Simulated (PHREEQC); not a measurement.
Consider water at 25 °C with 0.013 mol HF and 0.0077 mol KF per kg of water. Closed to the air; pH follows from the charge balance.

All values are PHREEQC results (ion-association model, phreeqc.dat), not measurements.

Precipitation was switched off in this run.

Task: Order these F species by the share of F that they hold, largest first: HF2-, HF, F-.

Result: HF (56 %), F- (41 %), HF2- (3.6 %)

The pH is 3.00 and the ionic strength 0.00880 mol/kgw.
